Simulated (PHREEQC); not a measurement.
Make-up at 13 °C: 6 mmol/kgw CdSO4 and 0.04 mmol/kgw H2SO4. Closed to the air; pH follows from the charge balance.

All values are PHREEQC results (ion-association model, wateq4f.dat), not measurements.

| quantity | before | after |
|---|---|---|
| pH | 4.22 | 6.55 |
| ionic strength (mol/kgw) | 0.0169 | 0.0169 |
| Cd+2 (mol/kgw) | 0.00421 | 0.00421 |
| SO4-2 (mol/kgw) | 0.00415 | 0.00413 |
| CdSO4 (mol/kgw) | 0.00171 | 0.00170 |
| Cd(SO4)2-2 (mol/kgw) | 8.51e-5 | 8.44e-5 |

Question: What was changed between the two runs?
A) 0.0035 mol/kgw HBr added
B) H2SO4 from 4e-05 to 2e-05 mol/kgw
C) CdSO4 from 0.006 to 0.003 mol/kgw
D) 0.0011 mol/kgw H3PO4 added
E) H2SO4 left out

Answer: E, H2SO4 left out

No solid was allowed to form. At this temperature some constants are extrapolated from 25 °C, and those without enthalpy data are left unchanged.
